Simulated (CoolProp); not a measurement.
Propylene along the isotherm 277.65 °C: Z from the reference equation and from simpler models built on Tc = 91.1 °C, pc = 4.555 MPa, ω = 0.146; each cubic takes its own stable root.

Computed with CoolProp (reference Helmholtz-energy equation of state, Lemmon 2013).

| p (MPa) | phase | reference |
|---|---|---|
| 0.455 | gas | 0.9916 |
| 0.911 | gas | 0.9833 |
| 1.37 | gas | 0.9750 |
| 1.82 | gas | 0.9670 |
| 2.28 | gas | 0.9589 |
| 2.73 | gas | 0.9512 |
| 3.19 | gas | 0.9434 |
| 3.64 | gas | 0.9359 |
| 4.1 | gas | 0.9284 |
| 4.55 | gas | 0.9212 |
| 5.01 | supercritical | 0.9140 |
| 5.47 | supercritical | 0.9069 |
| 5.92 | supercritical | 0.9002 |
| 6.38 | supercritical | 0.8936 |
| 6.83 | supercritical | 0.8872 |

Question: How far does each simpler model (Pitzer virial, van der Waals, Redlich-Kwong, Peng-Robinson) lie from the reference over these 15 states: mean and median of the absolute difference, and the worst?

Answer: 
- Pitzer virial: mean 0.2 %, median 0.1 %, worst -0.6 % at 277.65 °C and 6.83 MPa
- van der Waals: mean 2.2 %, median 2.0 %, worst -4.8 % at 277.65 °C and 6.83 MPa
- Redlich-Kwong: mean 0.9 %, median 0.9 %, worst -1.8 % at 277.65 °C and 6.83 MPa
- Peng-Robinson: mean 0.7 %, median 0.8 %, worst -1.0 % at 277.65 °C and 5.92 MPa
